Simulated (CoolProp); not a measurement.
Cyclopentane along the isobar 1850 kPa: fugacity coefficient from the reference equation and from simpler models built on Tc = 238.6 °C, pc = 4583 kPa, ω = 0.202; each cubic takes its own stable root.

Model: reference Helmholtz-energy equation of state, Gedanitz 2015, in CoolProp.

```tsv
T (°C)	phase	reference	van der Waals	Soave-Redlich-Kwong	Peng-Robinson
107.25	liquid	0.2518	0.5803	0.2564	0.2518
128.45	liquid	0.3787	0.7165	0.3880	0.3796
149.65	liquid	[?]	0.8105	0.5537	[?]
170.85	liquid	0.7287	0.8318	0.7504	0.7320
192.05	gas	0.8090	0.8498	0.8172	0.8038
213.25	gas	0.8352	0.8652	0.8415	0.8282
234.45	gas	0.8569	0.8786	0.8619	[?]
255.65	gas	0.8750	0.8902	0.8794	0.8666
276.85	gas	0.8904	0.9004	0.8944	0.8819
```

Complete the blanks.


- 149.65, reference: 0.5382
- 149.65, Peng-Robinson: 0.5406
- 234.45, Peng-Robinson: 0.8489

At some of these states van der Waals gives the other phase, because its saturation line lies elsewhere.
